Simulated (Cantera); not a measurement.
A perfectly stirred reactor is fed with C₂H₄ : H₂ = 1 : 3.4 (molar parts), at 46.0 Pa; it is held at 1925 K, and followed from long to short residence time.

Cantera simulation using GRI-Mech 3.0 (53 species, 325 reactions); the numbers are that mechanism's predictions, not measurements. GRI-Mech 3.0 was tuned for natural gas; its chemistry of ethylene as a main component is partial and can be far from experiment. GRI-Mech 3.0 stops at C3 and has no aromatics, soot or wall deposition, so with more carbon than oxygen in the feed, carbon stays in small species such as C2H2 where larger ones or solid carbon would form. Radical loss at walls, strong at low pressure, is not modelled.

Q: What does this change do: pressure from 46.0 Pa to 33.0 Pa?

A: 
| quantity | before | after |
|---|---|---|
| x(C₂H₄) at τ = 0.600 s | 0.0184 | 0.0252 |
| x(H₂) at τ = 0.600 s | 0.811 | 0.810 |
| x(C₂H₂) at τ = 0.600 s | 0.170 | 0.165 |
| x(CH₄) at τ = 0.600 s | 3.20e-5 | 2.79e-5 |
| x(C₂H₆) at τ = 0.600 s | 2.34e-9 | 3.02e-9 |
| x(C₂H₄) at τ = 31.0 ms | 0.156 | 0.171 |
| x(H₂) at τ = 31.0 ms | 0.786 | 0.783 |
| x(C₂H₂) at τ = 31.0 ms | 0.0579 | 0.0455 |
| x(CH₄) at τ = 31.0 ms | 4.65e-6 | 2.97e-6 |
| x(C₂H₆) at τ = 31.0 ms | 1.84e-8 | 1.88e-8 |

Q: What does this change do: pressure from 46.0 Pa to 240 Pa?

A: 
| quantity | before | after |
|---|---|---|
| x(C₂H₄) at τ = 0.600 s | 0.0184 | 0.00294 |
| x(H₂) at τ = 0.600 s | 0.811 | 0.813 |
| x(C₂H₂) at τ = 0.600 s | 0.170 | 0.183 |
| x(CH₄) at τ = 0.600 s | 3.20e-5 | 6.13e-5 |
| x(C₂H₆) at τ = 0.600 s | 2.34e-9 | 7.66e-10 |
| x(C₂H₄) at τ = 31.0 ms | 0.156 | 0.0682 |
| x(H₂) at τ = 31.0 ms | 0.786 | 0.802 |
| x(C₂H₂) at τ = 31.0 ms | 0.0579 | 0.129 |
| x(CH₄) at τ = 31.0 ms | 4.65e-6 | 2.05e-5 |
| x(C₂H₆) at τ = 31.0 ms | 1.84e-8 | 1.35e-8 |
